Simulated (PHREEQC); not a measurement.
H3BO3 is added in steps, without added water, to 1 kg of water holding 0.98 mol/kgw NaOH, 0.06 mol/kgw Na2B4O7 and 0.81 mol/kgw KBr, at 25 °C. No CO2 enters from the air. The run lets Borax, Boric_acid,s, KB5O8:4H2O, K2B4O7:4H2O, NaBO2:4H2O, NaB5O8:5H2O precipitate or redissolve, and no other solid.

Base run: PHREEQC, Pitzer model, pitzer.dat. Each further column changes one thing. The table gives B(OH)4- (mol/kgw).

| H3BO3 added (mol) | base | Na2B4O7 from 0.06 to 0.006 mol/kgw | diluted 10-fold with water | KBr from 0.81 to 0.729 mol/kgw | no solid may form |
|---|---|---|---|---|---|
| 0 | 0.240 | 0.0240 | 0.0240 | 0.240 | 0.240 |
| 0.2125 | 0.452 | 0.236 | 0.0684 | 0.452 | 0.452 |
| 0.425 | 0.665 | 0.449 | 0.0253 | 0.665 | 0.665 |
| 0.6375 | 0.877 | (withheld) | 0.0102 | 0.877 | 0.877 |
| 0.85 | 1.08 | 0.874 | 0.00465 | 1.08 | 1.08 |
| 1.062 | 0.897 | 0.895 | (withheld) | 0.898 | 0.897 |
| 1.275 | 0.696 | 0.694 | (withheld) | 0.697 | 0.697 |
| 1.488 | 0.497 | 0.496 | 0.00120 | 0.497 | 0.508 |
| 1.7 | 0.310 | 0.309 | 0.00120 | 0.310 | 0.340 |

Problem. Some entries are withheld; supply them.

Solution. 
- 0.6375, Na2B4O7 from 0.06 to 0.006 mol/kgw: 0.661
- 1.062, diluted 10-fold with water: 0.00243
- 1.275, diluted 10-fold with water: 0.00139

In brines, pH and single-ion activities rest on the MacInnes convention.  In at least one series the solution becomes supersaturated in solids that the run did not let form, among them Borax.
